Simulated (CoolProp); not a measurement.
Vapour-liquid equilibrium of dimethyl ether (1) + methanol (2) at 369.9 K; x and y are mole fractions of (1).

Computed with CoolProp (multi-fluid Helmholtz-energy mixture model, Wu 2011 and de Reuck 1993; pair parameters Bell 2016).

Give the bubble pressure and the first vapour's composition at x = 0.5, 0.65, 0.8. Is there an azeotrope?

x = 0.5: 19.11 bar, y = 0.863; x = 0.65: 22.19 bar, y = 0.897; x = 0.8: 25.43 bar, y = 0.933. No azeotrope shows between x = 0.05 and 0.95.

The pair parameters rest on a limited set of measurements; away from them the model extrapolates. The gap from Raoult's law changes sign with composition, which may be real or a fault of the pair parameters; it wasn't checked against measurements.
